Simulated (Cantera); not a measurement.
Cantera run, input and output.

```python
import numpy as np
import cantera as ct

gas = ct.Solution("gri30.yaml")
gas.TPX = 1200, 100000, {'N2O': 1, 'H2O': 0.013}
reactor = ct.IdealGasConstPressureReactor(gas, energy="off", clone=False)
net = ct.ReactorNet([reactor])
net.rtol, net.atol = 1e-08, 1e-18
show = ['N2O', 'H2O', 'H', 'NO2', 'H2', 'OH', 'HO2']
times = np.geomspace(5e-06, 10, 11)

steps = ct.SolutionArray(gas, extra=["t"])
rows = []
print(f"{'t/s':>10s}{'T/K':>9s}{'P/Pa':>11s}" + "".join(f"{s:>11s}" for s in show))
for t in times:
    while net.time < t:
        t_next = net.step()
        steps.append(gas.state, t=t_next)
    rows.append([np.interp(t, steps.t, y) for y in (steps.T, steps.P, *steps(*show).X.T)])
    print(f"{t:10.3e}{rows[-1][0]:9.1f}{rows[-1][1]:11.4g}" + "".join(f"{x:11.3e}" for x in rows[-1][2:]))
rate = np.gradient(steps.T, steps.t)
print("integrator steps:", len(steps.t))
if steps.T.max() > steps.T[0] + 200:
    print(f"time of steepest temperature rise: {steps.t[rate.argmax()]:.4e} s")
gas.TPX = 1200, 100000, {'N2O': 1, 'H2O': 0.013}
gas.equilibrate("TP")
print(f"equilibrium (TP): T = {gas.T:.1f} K  " + "  ".join(f"{s} {gas[s].X[0]:.3e}" for s in show))
```

Result:

```
       t/s      T/K       P/Pa        N2O        H2O          H        NO2         H2         OH        HO2
 5.000e-06   1200.0      1e+05  9.872e-01  1.283e-02  7.417e-13  7.736e-14  2.440e-15  1.241e-08  6.381e-11
 2.133e-05   1200.0      1e+05  9.871e-01  1.283e-02  1.589e-11  7.440e-12  4.405e-13  1.168e-07  2.948e-09
 9.103e-05   1200.0      1e+05  9.871e-01  1.283e-02  8.917e-11  4.334e-10  3.051e-11  5.806e-07  7.318e-08
 3.884e-04   1200.0      1e+05  9.868e-01  1.283e-02  3.447e-10  6.950e-08  1.115e-09  1.831e-06  9.894e-07
 1.657e-03   1200.0      1e+05  9.857e-01  1.282e-02  8.639e-10  5.315e-06  1.200e-08  4.265e-06  3.044e-06
 7.071e-03   1200.0      1e+05  9.807e-01  1.280e-02  1.076e-09  6.126e-05  3.252e-08  6.723e-06  1.886e-06
 3.017e-02   1200.0      1e+05  9.600e-01  1.271e-02  1.096e-09  2.507e-04  1.913e-08  8.912e-06  9.529e-07
 1.287e-01   1200.0      1e+05  8.793e-01  1.237e-02  1.064e-09  4.420e-04  1.101e-08  1.061e-05  3.533e-07
 5.493e-01   1200.0      1e+05  6.275e-01  1.129e-02  9.118e-10  5.566e-04  8.149e-09  1.037e-05  1.070e-07
 2.344e+00   1200.0      1e+05  2.132e-01  9.507e-03  4.372e-10  6.163e-04  4.517e-09  7.412e-06  3.383e-08
 1.000e+01   1200.0      1e+05  1.168e-02  8.644e-03  2.089e-11  6.286e-04  6.221e-10  2.329e-06  8.759e-09
integrator steps: 1402
equilibrium (TP): T = 1200.0 K  N2O 1.449e-08  H2O 8.592e-03  H 2.747e-12  NO2 4.771e-06  H2 1.912e-10  OH 9.857e-07  HO2 5.521e-09
```

Cantera simulation using GRI-Mech 3.0 (53 species, 325 reactions); the numbers are that mechanism's predictions, not measurements. GRI-Mech 3.0 was tuned for natural gas; its chemistry of N2O as a main component is partial and can be far from experiment. The mechanism lacks the step 2 NO + O2 → 2 NO2, which can matter for NO2 below about 1400 K. The temperature is held fixed by assumption; the heat of reaction is taken as removed at once.
